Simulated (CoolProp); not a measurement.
Vapour-liquid equilibrium of ethane (1) + n-butane (2) at 0.626 bar; x and y are mole fractions of (1).

The numbers come from the multi-fluid Helmholtz-energy mixture model, Bücker 2006 and Bücker 2006; pair parameters Kunz 2012 in CoolProp.

Q: Give the bubble temperature and the first vapour's composition at x = 0.05, 0.725, 0.875. Is there an azeotrope?

A: x = 0.05: 238.6 K, y = 0.652; x = 0.725: 181.4 K, y = 0.998; x = 0.875: 178.3 K, y = 0.999. No azeotrope shows between x = 0.05 and 0.95.

The pair parameters rest on a limited set of measurements; away from them the model extrapolates. The gap from Raoult's law changes sign with composition, which may be real or a fault of the pair parameters; it wasn't checked against measurements.
